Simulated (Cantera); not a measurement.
Cantera run, input and output.

```python
import numpy as np
import cantera as ct

gas = ct.Solution("gri30.yaml")
gas.TPX = 1225, 49000, {'H2': 0.69, 'O2': 1, 'N2': 20}
inlet = ct.Reservoir(gas, clone=True)

reactor = ct.IdealGasConstPressureReactor(gas, energy="off", clone=False)
exhaust = ct.Reservoir(gas, clone=True)
tau = [0.86, 0.41, 0.19, 0.092, 0.043, 0.021, 0.0097][0]
for a, b in ((inlet, reactor), (reactor, exhaust)):
    ct.MassFlowController(a, b, mdot=lambda t: reactor.mass / tau)
net = ct.ReactorNet([reactor])
show = ['H2', 'O2', 'O', 'NO', 'NO2']

rows = []
print(f"{'tau/s':>10s}{'T/K':>9s}" + "".join(f"{s:>11s}" for s in show))
for tau in [0.86, 0.41, 0.19, 0.092, 0.043, 0.021, 0.0097]:
    net.initial_time = 0.0
    net.advance(30 * tau)
    before = gas.X
    net.advance(40 * tau)
    drift = np.max(np.abs(gas.X - before) / (gas.X + 1e-9))
    rows.append([gas.T, *gas[show].X, drift])
    print(f"{tau:10.3e}{gas.T:9.1f}" + "".join(f"{x:11.3e}" for x in gas[show].X))
```

Result:

```
     tau/s      T/K         H2         O2          O         NO        NO2
 8.600e-01   1225.0  5.238e-05  3.068e-02  2.771e-05  3.373e-07  1.955e-09
 4.100e-01   1225.0  8.479e-05  3.068e-02  4.561e-05  2.767e-07  1.191e-09
 1.900e-01   1225.0  1.388e-04  3.068e-02  7.616e-05  2.501e-07  7.529e-10
 9.200e-02   1225.0  2.192e-04  3.069e-02  1.227e-04  2.627e-07  5.434e-10
 4.300e-02   1225.0  3.508e-04  3.071e-02  2.003e-04  3.226e-07  4.377e-10
 2.100e-02   1225.0  5.415e-04  3.075e-02  3.144e-04  4.325e-07  3.894e-10
 9.700e-03   1225.0  8.568e-04  3.082e-02  5.028e-04  6.206e-07  3.603e-10
```

Detailed kinetics in Cantera: GRI-Mech 3.0 (53 species, 325 reactions).
